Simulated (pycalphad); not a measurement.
An equivalent pycalphad script:

```python
from pycalphad import Database, equilibrium, calculate, variables as v
import numpy as np
db = Database('COST507.tdb')
comps = ['AL', 'MN', 'SI', 'VA']
phases = ['AL11MN4', 'AL12MN', 'AL4MN', 'AL6MN', 'AL8MN5_D810', 'ALMNSI_ALPHA', 'ALMNSI_BETA', 'ALMNSI_DELTA', 'BCC_A2', 'CBCC_A12', 'CUB_A13', 'DIAMOND_A4', 'FCC_A1', 'HCP_A3', 'LIQUID', 'MN11SI19', 'MN3SI', 'MN5SI3', 'MN6SI', 'MN9SI2', 'MNSI']
eq = equilibrium(db, comps, phases, {v.X('MN'): 0.1271, v.X('SI'): 0.0069, v.T: np.arange(1850, 499, -75), v.P: 101325, v.N: 1}, output=['HM', 'SM'])
```

Source of the numbers: pycalphad with the COST 507 light-alloy database (1999); pressure 1 atm. The database dates from 1999; later assessments differ in places, in temperatures and in the compounds included. Amounts are mole fractions of atoms. Kinetics are ignored, which matters at the lower temperatures.

Results at three of the temperatures:

```
T = 1025.00 K, P = 101325 Pa, N = 1 mol of atoms
G = -53722 J/mol, H = 13864 J/mol, S = 65.94 J/(mol K)  (SER reference)
chemical potentials (J/mol): Al -44904, Mn -112711, Si -73782
phase             fraction      x(Al)      x(Mn)      x(Si)
LIQUID              0.4584     0.9622     0.0336     0.0042
AL4MN               0.4319     0.8000     0.2000       none
ALMNSI_BETA         0.1097     0.7238     0.2308     0.0455
```

```
T = 950.00 K, P = 101325 Pa, N = 1 mol of atoms
G = -49031 J/mol, H = 5846 J/mol, S = 57.77 J/(mol K)  (SER reference)
chemical potentials (J/mol): Al -39202, Mn -115359, Si -60875
phase             fraction      x(Al)      x(Mn)      x(Si)
AL6MN               0.6769     0.8571     0.1429       none
LIQUID              0.2045     0.9798     0.0148     0.0054
ALMNSI_BETA         0.1186     0.7203     0.2308     0.0489
```

```
T = 875.00 K, P = 101325 Pa, N = 1 mol of atoms
G = -44976 J/mol, H = 455 J/mol, S = 51.92 J/(mol K)  (SER reference)
chemical potentials (J/mol): Al -34437, Mn -116322, Si -53449
phase             fraction      x(Al)      x(Mn)      x(Si)
AL6MN               0.7667     0.8571     0.1429       none
FCC_A1              0.1355     0.9955     0.0041   0.000362
ALMNSI_ALPHA        0.0979     0.7561     0.1739     0.0700
```

Changes of the phase set, refined by bisection:

```json
[
 {"T (°C)": "913.4", "phases above": "liquid", "phases below": "AL4MN + liquid"},
 {"T (°C)": "880.1", "phases above": "AL4MN + liquid", "phases below": "AL4MN + ALMNSI_BETA + liquid"},
 {"T (°C)": "704 ± 1", "phases above": "AL4MN + ALMNSI_BETA + liquid", "phases below": "AL6MN + ALMNSI_BETA + liquid"},
 {"T (°C)": "666 ± 2", "phases above": "AL6MN + ALMNSI_BETA + liquid", "phases below": "AL6MN + ALMNSI_ALPHA + liquid"},
 {"T (°C)": "653.9", "phases above": "AL6MN + ALMNSI_ALPHA + liquid", "phases below": "AL6MN + ALMNSI_ALPHA + fcc"},
 {"T (°C)": "541.1", "phases above": "AL6MN + ALMNSI_ALPHA + fcc", "phases below": "AL12MN + AL6MN + ALMNSI_ALPHA"}
]
```

Database names, with the compositions (at.%) that they take in these runs: AL4MN: Al 80 Mn 20; ALMNSI_BETA: Al 72 Mn 23 Si 5; AL6MN: Al 86 Mn 14; ALMNSI_ALPHA: Al 76-78 Mn 17 Si 4-7; AL12MN: Al 92 Mn 8. FCC_A1 is fcc. An entry "none" or "no" means that the model of the phase leaves that element out.
